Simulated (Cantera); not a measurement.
Charge: 1 mol Si2H6, 0.028 mol Cl2, 11 mol N2, at 6.50 mbar.

Equilibrium computed with Cantera from the NASA thermochemical tables; the gas is ideal and each condensed phase is pure. Candidate condensed phases: NH4Cl, Si, Si3N4; 28 gas species. The feed counts by its element totals alone. N2 is the only nitrogen source here; it is nearly inert below about 1500 K, so the nitride shown seldom forms there in practice. The numbers say what is thermodynamically allowed, not how fast it happens. All values below are at 950 °C.

Base state: N2 0.761, H2 0.234, HCl 0.00441 (mole fractions); condensed: Si3N4(s).

Task: What changes in the equilibrium state with this change: Si2H6 replaced by SiCl4?

Result: 
```
species         before    after
-------------  -------  -------
N2               0.761    0.913
SiCl4            <1e-9   0.0830
Cl             2.93e-8  0.00246
H2               0.234        0
HCl            0.00441        0
Cl2              <1e-9  0.00110
Si3N4(s), mol    0.667        0
```
